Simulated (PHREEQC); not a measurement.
Dissolve 0.0032 mol CuSO4, 0.00085 mol H2SO4 and 3.5e-05 mol NaCl per kg of water at 25 °C. Closed to the air; pH follows from the charge balance.

All values are PHREEQC results (ion-association model, phreeqc.dat), not measurements.

Precipitation was switched off in this run.

### Question
What pH, ionic strength does the model give?

### Answer
pH 2.89; ionic strength 0.0121 mol/kgw.

### Question
In which forms is Cu present?

### Answer
Cu+2 79 %, CuSO4 21 % of the Cu.
